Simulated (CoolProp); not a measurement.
The fluid at 293.15 K and 0.169 MPa (gas) is heated at constant pressure to 457.2 K. The same conditions are run with several fluids, on thermodynamics alone (safety and materials aside).

The numbers come from the reference Helmholtz-energy equation of state of each fluid (carbonyl sulfide: Lemmon 2006; nitrous oxide: Lemmon 2006; hydrogen chloride: Thol 2018; isobutane: Bücker 2006) in CoolProp.

```csv
fluid,heat (kJ/kg),final density (kg/m³)
carbonyl sulfide,124,?
nitrous oxide,?,1.96
hydrogen chloride,?,?
isobutane,?,2.61
```

Question: Complete the blanks.

Answer: 
- carbonyl sulfide, final density (kg/m³): 2.68
- nitrous oxide, heat (kJ/kg): 156
- hydrogen chloride, heat (kJ/kg): 133
- hydrogen chloride, final density (kg/m³): 1.63
- isobutane, heat (kJ/kg): 336
